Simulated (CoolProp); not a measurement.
The numbers come from the reference Helmholtz-energy equation of state, Thol 2015 in CoolProp.

Question: For octamethylcyclotetrasiloxane (D4), give the phase and the density (kg/m³), cp (kJ/(kg K)), speed of sound (m/s), expansivity (1/kK) at 620 K and 0.286 MPa; 620 K and 0.65 MPa.

Answer: 
- 620 K and 0.286 MPa: gas; density 17.6, cp 2.06, speed of sound 125, expansivity 2.06
- 620 K and 0.65 MPa: gas; density 44.0, cp 2.09, speed of sound 113, expansivity 2.95
